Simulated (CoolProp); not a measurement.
The numbers come from the reference Helmholtz-energy equation of state, Wu 2011 in CoolProp.

Give the vapour pressure (kPa), enthalpy of vaporisation (kJ/kg), vapour Z, surface tension (mN/m) of saturated dimethyl ether at 35.65, 82.45, 105.85 °C.


| T (°C) | p (kPa) | enthalpy of vaporisation (kJ/kg) | vapour Z | surface tension (mN/m) |
|---|---|---|---|---|
| 35.65 | 793 | 384 | 0.856 | 9.85 |
| 82.45 | 2340 | 290 | 0.696 | 4.00 |
| 105.85 | 3660 | 214 | 0.567 | 1.58 |

Surface tension comes from a separate correlation (Mulero 2012).
